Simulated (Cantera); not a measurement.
Ignition delay

Mixture: CO : H2 : O2 : N2 : H2O = 1 : 0.059 : 0.646 : 3.87 : 0.18 (molar parts), equivalence ratio 0.82, at 1500000 Pa, adiabatic and at constant pressure. Ignition delay is the time to a rise of 400 K.

Cantera simulation using GRI-Mech 3.0 (53 species, 325 reactions); the numbers are that mechanism's predictions, not measurements. The hydrogen kinetics of GRI-Mech 3.0 are dated; newer H2 mechanisms differ, most at raised pressure. The pressure lies above the range GRI-Mech 3.0 was tuned for (to about 10 atm). Where the delays flatten at high temperature, the 400 K rule measures the pace of heat release, not the induction time.

```tsv
T0 (K)	delay (ms)
1175	0.261
1250	0.0805
1325	0.0301
1400	0.0148
1475	0.00926
1550	0.00666
1625	0.00522
1700	0.00433
```

- apparent activation energy between 1550 and 1700 K = 63 kJ/mol
